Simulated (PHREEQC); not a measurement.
Dissolve 0.00098 mol CaCl2 and 0.0038 mol MgSO4 per kg of water at 25 °C. Closed to the air; pH follows from the charge balance.

Computed with PHREEQC (ion-association model, phreeqc.dat).

```tsv
quantity	before	after
pH	6.92	6.97
ionic strength (mol/kgw)	0.0143	0.00552
Mg+2 (mol/kgw)	0.00301	0.000703
SO4-2 (mol/kgw)	0.00285	0.000646
MgSO4 (mol/kgw)	0.000792	5.73e-5
HSO4- (mol/kgw)	2.37e-8	5.38e-9
```

Question: Name the change that produced these shifts.
A. MgSO4 from 0.0038 to 0.00076 mol/kgw
B. CaCl2 from 0.00098 to 0.0098 mol/kgw
C. 0.0025 mol/kgw H3PO4 added
D. temperature from 25 to 65 °C
E. temperature from 25 to 70 °C

Answer: A, MgSO4 from 0.0038 to 0.00076 mol/kgw

No solid was allowed to form.
